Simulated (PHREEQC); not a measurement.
Buffer (model solution)

Consider water at 25 °C with 0.0044 mol/kgw NaHCO3, 0.011 mol/kgw Na2CO3 and 0.0029 mol/kgw KCl. Closed to the air; pH follows from the charge balance.

Computed with PHREEQC (Pitzer model, pitzer.dat).

No solid was allowed to form.

Q: What pH does the model give?

A: pH 10.42.

Q: In which forms is C present?

A: CO3-2 69 %, HCO3- 31 % of the C.
